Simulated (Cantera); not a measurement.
A perfectly stirred reactor is fed with 29.4 % C2H6, 70.6 % N2, at 0.00671 atm; it is held at 1125 K, and followed from long to short residence time.

Cantera simulation using GRI-Mech 3.0 (53 species, 325 reactions); the numbers are that mechanism's predictions, not measurements. GRI-Mech 3.0 stops at C3 and has no aromatics, soot or wall deposition, so with more carbon than oxygen in the feed, carbon stays in small species such as C2H2 where larger ones or solid carbon would form. Radical loss at walls, strong at low pressure, is not modelled.

### Question
Predict: x(C2H6) at τ = 14.0 s; x(CH4) at τ = 14.0 s; x(C2H6) at τ = 85.0 ms; x(CH2) at τ = 85.0 ms; x(CH4) at τ = 85.0 ms.

### Answer
```
Item                     Result
----------------------  -------
x(C2H6) at τ = 14.0 s    0.0164
x(CH4) at τ = 14.0 s     0.0514
x(C2H6) at τ = 85.0 ms    0.276
x(CH2) at τ = 85.0 ms   1.05e-9
x(CH4) at τ = 85.0 ms   0.00191
```
